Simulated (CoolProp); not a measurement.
Vapour-liquid equilibrium of octamethyltrisiloxane (MDM) (1) + octamethylcyclotetrasiloxane (D4) (2) at 82.15 °C; x and y are mole fractions of (1).

Values from CoolProp's multi-fluid Helmholtz-energy mixture model, Thol 2017 and Thol 2015; pair parameters Bell 2016.

### Question
Give the bubble pressure and the first vapour's composition at x = 0.05, 0.35, 0.5. Is there an azeotrope?

### Answer
x = 0.05: 0.004331 MPa, y = 0.124; x = 0.35: 0.006157 MPa, y = 0.570; x = 0.5: 0.007012 MPa, y = 0.706. No azeotrope shows between x = 0.05 and 0.95.

Pair parameters are fitted to limited data, so mixtures are less certain than the pure fluids.
